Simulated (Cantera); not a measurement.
An isothermal, constant-pressure homogeneous reactor starts with CO : O2 : H2O : N2 = 0.0054 : 0.098 : 0.0041 : 1 (molar parts), equivalence ratio 0.028, at 1200 K and 7.30 bar. Integrator tolerance rtol = 1e-08.

Computed with Cantera and GRI-Mech 3.0 (53 species, 325 reactions).

Question: What does this change do: 0.1 parts CH4 added?

Answer: 
```csv
quantity,before,after
x(CO) at 2.00 s,2.70e-10 (gas-phase equilibrium 1.08e-10),0.0448 (gas-phase equilibrium 0.0580)
x(O2) at 2.00 s,0.0863 (gas-phase equilibrium 0.0862),1.20e-6 (gas-phase equilibrium <1e-12)
x(H2O) at 2.00 s,0.00371 (gas-phase equilibrium 0.00371),0.0895 (gas-phase equilibrium 0.0540)
x(H) at 2.00 s,<1e-12 (gas-phase equilibrium <1e-12),2.20e-8 (gas-phase equilibrium 2.35e-8)
x(H2) at 2.00 s,6.19e-11 (gas-phase equilibrium 5.98e-11),0.0293 (gas-phase equilibrium 0.102)
```
The temperature is held fixed by assumption; the heat of reaction is taken as removed at once.
